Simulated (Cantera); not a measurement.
An isothermal, constant-pressure homogeneous reactor starts with NH₃ : N₂ = 1 : 11 (molar parts), at 2025 K and 0.0880 bar.

Computed with Cantera and the gas-phase N/H chemistry of the illustrative SiF4/NH3 mechanism in the Surface Chemkin manual (1991). Walls and surfaces, which speed up NH3 decomposition in real reactors, are not modelled.

One state of this run: x NH₃ = 0.00103; x H₂ = 0.114; x N₂H₂ = 4.44e-9; x N = 1.13e-6; x NH₂ = 1.50e-5. x: mole fraction; the columns are a selection and need not sum to one.

### Question
Which value of t (s) does it belong to?
A) 7.00e-5
B) 20.0
C) 0.000283
D) 1.23

### Answer
D, 1.23
